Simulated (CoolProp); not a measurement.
Properties of carbon dioxide along the isotherm 296.95 °C (Tc = 31.0 °C, pc = 7.377 MPa, ω = 0.224).

The numbers come from the reference Helmholtz-energy equation of state, Span 1996 in CoolProp.

```json
[
 {"p (MPa)": "0.233", "phase": "gas", "speed of sound (m/s)": "362.0", "expansivity (1/kK)": "1.763", "conductivity (mW/(m K))": "38.6", "fugacity coefficient": "0.9991"},
 {"p (MPa)": "0.377", "phase": "gas", "speed of sound (m/s)": "362.0", "expansivity (1/kK)": "1.769", "conductivity (mW/(m K))": "38.7", "fugacity coefficient": "0.9986"},
 {"p (MPa)": "0.609", "phase": "gas", "speed of sound (m/s)": "362.0", "expansivity (1/kK)": "1.778", "conductivity (mW/(m K))": "38.7", "fugacity coefficient": "0.9977"},
 {"p (MPa)": "0.984", "phase": "gas", "speed of sound (m/s)": "361.9", "expansivity (1/kK)": "1.793", "conductivity (mW/(m K))": "38.9", "fugacity coefficient": "0.9964"},
 {"p (MPa)": "1.59", "phase": "gas", "speed of sound (m/s)": "361.9", "expansivity (1/kK)": "1.817", "conductivity (mW/(m K))": "39.1", "fugacity coefficient": "0.9942"},
 {"p (MPa)": "2.57", "phase": "gas", "speed of sound (m/s)": "361.9", "expansivity (1/kK)": "1.855", "conductivity (mW/(m K))": "39.4", "fugacity coefficient": "0.9907"},
 {"p (MPa)": "4.15", "phase": "gas", "speed of sound (m/s)": "362.1", "expansivity (1/kK)": "1.916", "conductivity (mW/(m K))": "40.0", "fugacity coefficient": "0.9853"},
 {"p (MPa)": "6.7", "phase": "gas", "speed of sound (m/s)": "362.8", "expansivity (1/kK)": "2.013", "conductivity (mW/(m K))": "40.9", "fugacity coefficient": "0.9771"},
 {"p (MPa)": "10.8", "phase": "supercritical", "speed of sound (m/s)": "365.5", "expansivity (1/kK)": "2.159", "conductivity (mW/(m K))": "42.4", "fugacity coefficient": "0.9651"},
 {"p (MPa)": "17.5", "phase": "supercritical", "speed of sound (m/s)": "373.5", "expansivity (1/kK)": "2.358", "conductivity (mW/(m K))": "45.2", "fugacity coefficient": "0.9490"},
 {"p (MPa)": "28.3", "phase": "supercritical", "speed of sound (m/s)": "397.1", "expansivity (1/kK)": "2.520", "conductivity (mW/(m K))": "50.7", "fugacity coefficient": "0.9319"},
 {"p (MPa)": "45.7", "phase": "supercritical", "speed of sound (m/s)": "456.0", "expansivity (1/kK)": "2.424", "conductivity (mW/(m K))": "61.0", "fugacity coefficient": "0.9275"},
 {"p (MPa)": "73.8", "phase": "supercritical", "speed of sound (m/s)": "567.3", "expansivity (1/kK)": "1.998", "conductivity (mW/(m K))": "76.0", "fugacity coefficient": "0.9705"}
]
```

Thermal conductivity comes from a separate model (Huber 2016).
